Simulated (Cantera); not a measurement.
An isothermal, constant-pressure homogeneous reactor starts with CH₄ : H₂O : H₂ = 1 : 2.9 : 0.13 (molar parts), at 1448 K and 120000 Pa.

Cantera simulation using GRI-Mech 3.0 (53 species, 325 reactions); the numbers are that mechanism's predictions, not measurements.

Question: Predict: x(CH₄) at 50.0 s; x(H₂O) at 50.0 s; x(H₂) at 50.0 s; x(H) at 50.0 s.

Answer: x(CH₄) at 50.0 s: 0.0463 (gas-phase equilibrium 9.37e-7)
x(H₂O) at 50.0 s: 0.380 (gas-phase equilibrium 0.285)
x(H₂) at 50.0 s: 0.444 (gas-phase equilibrium 0.549)
x(H) at 50.0 s: 5.60e-6 (gas-phase equilibrium 6.28e-6)
